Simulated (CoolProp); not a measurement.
Properties of dimethyl ether along the isotherm 423.9 K (Tc = 400.4 K, pc = 5337 kPa, ω = 0.196).

Model: reference Helmholtz-energy equation of state, Wu 2011, in CoolProp.

```csv
p (kPa),phase,speed of sound (m/s),viscosity (µPa s)
8.44,gas,291.5,12.9
13.1,gas,291.4,12.9
20.5,gas,291.3,12.9
31.9,gas,291.1,12.9
49.6,gas,290.9,13.0
77.2,gas,290.6,13.0
120,gas,290.0,13.0
187,gas,289.1,13.0
292,gas,287.7,13.0
454,gas,285.6,13.1
707,gas,282.2,13.2
1100,gas,276.9,13.3
1710,gas,268.4,13.6
2670,gas,254.2,14.0
```

Viscosity comes from a separate model (Meng 2012).
